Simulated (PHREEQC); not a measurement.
Solution (25 °C): 0.1 mol CaCl2 and 0.2 mol BaCl2 per kg of water. Closed to the air; pH follows from the charge balance.

Model: ion-association model, phreeqc.dat, run in PHREEQC.

```
Item                      Result
-----------------  -------------
ionic strength     0.900 mol/kgw
activity of water          0.985
density              1.042 g/cm³
```

```
species  molality  activity   log γ
-------  --------  --------  ------
Cl-         0.600     0.368  -0.212
Ba+2        0.200    0.0378  -0.724
Ca+2        0.100    0.0247  -0.608
H+        1.80e-7   1.34e-7  -0.127
OH-       1.27e-7   7.43e-8  -0.231
CaOH+     3.87e-8   3.00e-8  -0.111
BaOH+     1.45e-8   9.39e-9  -0.189
```

This is a speciation only: nothing precipitates in the calculation. The ionic strength is past about 0.7 mol/kgw, beyond the range of this activity model, so the values are rough. Complexes and solids missing from the database can't appear.
